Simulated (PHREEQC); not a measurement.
# Spent oxide etchant: speciation

Dissolve 170 mmol/kgw HF, 48 mmol/kgw H2SiF6, 4.7 mmol/kgw H3PO4 and 110 mmol/kgw HNO3 at 25 °C. Closed to the air; pH follows from the charge balance.

Model: ion-association model, phreeqc.dat, run in PHREEQC.

The pH comes out as 0.79, the ionic strength is 0.256 mol/kgw and the activity of water comes out as 0.991. The density is 1.007 g/cm³ and the total alkalinity is -573 meq/kg.

```csv
species,molality,activity,log γ
H+,0.208,0.164,-0.103
HF,0.168,0.178,0.026
NO3-,0.110,0.0740,-0.172
SiF6-2,0.0480,0.0131,-0.564
H3PO4,0.00443,0.00470,0.026
F-,0.00105,0.000723,-0.163
HF2-,0.000669,0.000493,-0.132
H2PO4-,0.000267,0.000195,-0.136
```

This is a speciation only: nothing precipitates in the calculation. SiF6-2 is the database's only silicon fluoride.
